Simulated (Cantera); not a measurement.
Charge: 1 mol CaCl2, 3.2 mol O2, 67 mol H2, held at 1550 K and 6.80e-6 bar.

These are equilibrium values from Cantera (NASA tables, ideal gas, pure condensed phases), not measurements of a reactor. Candidate condensed phases: Ca, CaCl2, CaO, Ca(OH)2, H2O; 21 gas species. Condensed phases not in the tables: oxide chlorides. The numbers say what is thermodynamically allowed, not how fast it happens.

Base state: H2 0.880, H2O 0.0810, HCl 0.0249, H 0.0113, CaCl2 0.00204, Cl 0.000255, CaCl 4.20e-5, OH 3.51e-5 (mole fractions); condensed: CaO(s).

Task: What changes in the equilibrium state with this change: O2 from 3.2 to 2.3 mol?

Result: 
```tsv
species	before	after
H2	0.880	0.907
H2O	0.0810	0.0554
HCl	0.0249	0.0236
H	0.0113	0.0115
CaCl2	0.00204	0.00268
Ca	1.44e-5	2.16e-5
OH	3.51e-5	2.36e-5
CaCl	4.20e-5	5.91e-5
Cl	0.000255	0.000239
CaO(s), mol	0.857	0.811
```
